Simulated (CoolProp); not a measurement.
Values from CoolProp's reference Helmholtz-energy equation of state, Thol 2014.

Problem. For chloromethane (R40), give the phase and the speed of sound (m/s) at 226.85 °C and 0.373 MPa; 226.85 °C and 2.54 MPa; 226.85 °C and 9.14 MPa.

Solution. 
- 226.85 °C and 0.373 MPa: gas; speed of sound 309
- 226.85 °C and 2.54 MPa: gas; speed of sound 296
- 226.85 °C and 9.14 MPa: supercritical; speed of sound 261
